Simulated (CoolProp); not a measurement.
A single-stage vapour-compression cycle with the fluid: evaporating at 303.15 K (dew point), condensing at 328.15 K (bubble point), superheat 5 K, subcooling 0 K, compressor efficiency 0.9, no pressure losses. The same conditions are run with several fluids, on thermodynamics alone (safety and materials aside).

Values from CoolProp's reference Helmholtz-energy equation of state of each fluid (dimethyl ether: Wu 2011; 1,2-dichloroethane: Thol 2015; R1132(E): Akasaka 2024; R142b: Lemmon 2006; R141b: Lemmon 2006; isobutane: Bücker 2006).

Question: Rank dimethyl ether, 1,2-dichloroethane, R1132(E), R142b, R141b, isobutane by cooling COP, highest first.

Answer: 1,2-dichloroethane (10.3), R141b (10.1), R142b (9.64), dimethyl ether (9.56), isobutane (9.46), R1132(E) (8.07)

| fluid | pressure ratio | discharge temperature (K) | refrigerating effect (kJ/kg) | volumetric capacity (kJ/m³) |
|---|---|---|---|---|
| dimethyl ether | 1.90 | 339.7 | 338 | 4700 |
| 1,2-dichloroethane | 2.85 | 345.7 | 323 | 167 |
| R1132(E) | 1.79 | 343.8 | 160 | 9860 |
| R142b | 1.97 | 334.9 | 169 | 2890 |
| R141b | 2.26 | 335.8 | 198 | 883 |
| isobutane | 1.91 | 330.5 | 269 | 2750 |
